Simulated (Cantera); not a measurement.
A perfectly stirred reactor is fed with 4.03 % H₂, 54.5 % O₂, 41.4 % N₂, equivalence ratio 0.037, at 0.0263 atm; it is held at 1100 K, and followed from long to short residence time.

Detailed kinetics in Cantera: the H2/O2 subset of GRI-Mech 3.0, which has no nitrogen chemistry. Radical loss at walls, strong at low pressure, is not modelled. The temperature is held fixed by assumption; the heat of reaction is taken as removed at once.

x: mole fraction; the columns are a selection and need not sum to one.

| τ (s) | x H₂ | x O₂ | x HO₂ | x OH | x H₂O | x O | x H |
|---|---|---|---|---|---|---|---|
| 3.1 | 9.34e-5 | 0.535 | 1.44e-6 | 0.000261 | 0.0409 | 0.000404 | (withheld) |
| 1.6 | 0.000139 | 0.535 | 1.85e-6 | 0.000328 | 0.0408 | 0.000619 | (withheld) |
| 0.78 | 0.000212 | 0.535 | 2.37e-6 | 0.000421 | 0.0407 | 0.000977 | (withheld) |
| 0.39 | 0.000317 | 0.535 | 2.94e-6 | 0.000537 | 0.0405 | 0.00150 | (withheld) |
| 0.20 | 0.000465 | 0.534 | 3.54e-6 | 0.000680 | 0.0401 | 0.00224 | (withheld) |
| 0.099 | 0.000697 | 0.533 | 4.19e-6 | 0.000873 | 0.0396 | 0.00335 | (withheld) |
| 0.050 | 0.00103 | 0.532 | 4.81e-6 | 0.00111 | 0.0388 | 0.00482 | (withheld) |
| 0.025 | 0.00155 | 0.530 | 5.38e-6 | 0.00140 | 0.0376 | 0.00670 | (withheld) |
| 0.012 | 0.00240 | 0.528 | 5.87e-6 | 0.00177 | 0.0357 | 0.00893 | (withheld) |
| 0.0063 | 0.00356 | 0.527 | 6.18e-6 | 0.00213 | 0.0334 | 0.0107 | (withheld) |
| 0.0031 | 0.00561 | 0.526 | 6.36e-6 | 0.00254 | 0.0301 | 0.0118 | (withheld) |

Q: What belongs in the gaps?

A: 
- 3.1, x H: 2.37e-5
- 1.6, x H: 4.56e-5
- 0.78, x H: 9.24e-5
- 0.39, x H: 0.000181
- 0.20, x H: 0.000343
- 0.099, x H: 0.000660
- 0.050, x H: 0.00121
- 0.025, x H: 0.00215
- 0.012, x H: 0.00365
- 0.0063, x H: 0.00532
- 0.0031, x H: 0.00714
